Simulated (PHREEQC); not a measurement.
Consider water at 25 °C with 0.051 mol/kgw HF, 0.00067 mol/kgw CsF and 3.7e-05 mol/kgw H4SiO4. Closed to the air; pH follows from the charge balance.

All values are PHREEQC results (ion-association model, wateq4f.dat), not measurements.

| Property | Result |
|---|---|
| pH | 2.29 |
| ionic strength | 0.00620 mol/kgw |
| total alkalinity | -51.0 meq/kg |

```csv
species,molality,activity,log γ
HF,0.0373,0.0374,0.001
H+,0.00549,0.00509,-0.033
F-,0.00532,0.00489,-0.037
H2F2,0.00364,0.00364,0.001
HF2-,0.000764,0.000701,-0.037
Cs+,0.000670,0.000616,-0.036
SiF6-2,3.70e-5,2.67e-5,-0.142
```

This is a speciation only: nothing precipitates in the calculation. Complexes and solids missing from the database can't appear. wateq4f.dat counts part of the HF as a dimer, H2F2, which phreeqc.dat doesn't know; its constant is uncertain. SiF6-2 is the database's only silicon fluoride.
